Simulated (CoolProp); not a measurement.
A simple Rankine cycle with R114: condensing at 295.15 K, boiler at 1.95 MPa, turbine inlet 429.5 K, turbine efficiency 0.65, pump efficiency 0.6, no recuperator. Each further row changes one setting.

Model: reference Helmholtz-energy equation of state, Platzer 1990, in CoolProp. This equation is an older, rougher fit; its heat capacities, sound speeds and derivatives of the liquid may be far off and weren't checked against measurements.

| case | thermal efficiency (%) | net work (kJ/kg) | heat in (kJ/kg) | turbine exit temperature (K) | volume ratio over the turbine |
|---|---|---|---|---|---|
| as stated | 11.0 | (withheld) | 216 | (withheld) | 11.0 |
| turbine inlet 449.5 K | (withheld) | (withheld) | 234 | 400.3 | 10.6 |
| condensing temperature 287.15 K | 12.0 | 26.7 | 224 | 374.9 | 14.3 |
| boiler pressure 1.36 MPa | 9.7 | (withheld) | (withheld) | 390.1 | 7.22 |
| turbine efficiency 0.55 | 9.2 | 19.8 | 216 | 384.3 | 11.2 |

### Question
Fill in the missing entries.

### Answer

- as stated, net work (kJ/kg): 23.8
- as stated, turbine exit temperature (K): 379.2
- turbine inlet 449.5 K, thermal efficiency (%): 10.9
- turbine inlet 449.5 K, net work (kJ/kg): 25.6
- boiler pressure 1.36 MPa, net work (kJ/kg): 21.5
- boiler pressure 1.36 MPa, heat in (kJ/kg): 222
